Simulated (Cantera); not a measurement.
Cantera run:

```python
import numpy as np
import cantera as ct

gas_names = [...]  # 92 gases of nasa_gas.yaml made of C, H, N
cond_names = """
    C(gr) C6H6(L) C7H8(L) C8H18(L),n-octa
""".split()


# ... load() reads the species with a 1 bar reference pressure and builds the phases ...
atoms = {
    'C': {'C': 1},
    'NH3': {'N': 1, 'H': 3},
    'H2': {'H': 2},
}
top_T = {'C(gr)': 4500}  # K; cautious upper limits of use, not melting points


# ... equilibrate(T, P, feed) seeds the gas with the atoms and calls Mixture.equilibrate('TP', solver="vcs", rtol=1e-11, max_steps=5000) ...
results = []
feed = {'C': 1, 'NH3': 0.028, 'H2': 0.37}  # mol
P = 101325  # Pa
for T in [1225, 1375, 1525, 1675, 1825, 1975, 2125]:
    mix = equilibrate(T, P, feed)
    results.append((T, P, feed, dict(zip(mix.species_names, mix.species_moles))))
    x = sorted(zip(gas.X, gas.species_names), reverse=True)
    print(f"T = {T:g} K  P = {P:g} Pa  gas = {mix.phase_moles(0):.4g} mol")
    print("   x: " + "  ".join(f"{s} {v:.3e}" for v, s in x if v > 0.0001))
    print("   condensed (mol): " + ("  ".join(f"{mix.phase(i).name} {mix.phase_moles(i):.4g}"
          for i in range(1, mix.n_phases) if mix.phase_moles(i) > 1e-12) or "none"))
```

It prints:

```
T = 1225 K  P = 101325 Pa  gas = 0.4209 mol
   x: H2 9.546e-01  N2 3.324e-02  CH4 1.212e-02
   condensed (mol): C(gr) 0.9949
T = 1375 K  P = 101325 Pa  gas = 0.424 mol
   x: H2 9.623e-01  N2 3.297e-02  CH4 4.670e-03
   condensed (mol): C(gr) 0.998
T = 1525 K  P = 101325 Pa  gas = 0.4251 mol
   x: H2 9.648e-01  N2 3.282e-02  CH4 2.151e-03  HCN 2.237e-04
   condensed (mol): C(gr) 0.999
T = 1675 K  P = 101325 Pa  gas = 0.4255 mol
   x: H2 9.655e-01  N2 3.261e-02  CH4 1.138e-03  HCN 5.656e-04  H 1.133e-04
   condensed (mol): C(gr) 0.9992
T = 1825 K  P = 101325 Pa  gas = 0.4258 mol
   x: H2 9.652e-01  N2 3.224e-02  HCN 1.221e-03  CH4 6.691e-04  H 4.298e-04  C2H2,acetylene 2.073e-04
   condensed (mol): C(gr) 0.999
T = 1975 K  P = 101325 Pa  gas = 0.4261 mol
   x: H2 9.635e-01  N2 3.163e-02  HCN 2.330e-03  H 1.334e-03  C2H2,acetylene 6.257e-04  CH4 4.271e-04  HNC 1.265e-04
   condensed (mol): C(gr) 0.9982
T = 2125 K  P = 101325 Pa  gas = 0.4266 mol
   x: H2 9.596e-01  N2 3.066e-02  HCN 4.017e-03  H 3.534e-03  C2H2,acetylene 1.608e-03  CH4 2.902e-04  HNC 2.826e-04
   condensed (mol): C(gr) 0.9967
```

These are equilibrium values from Cantera (NASA tables, ideal gas, pure condensed phases), not measurements of a reactor.
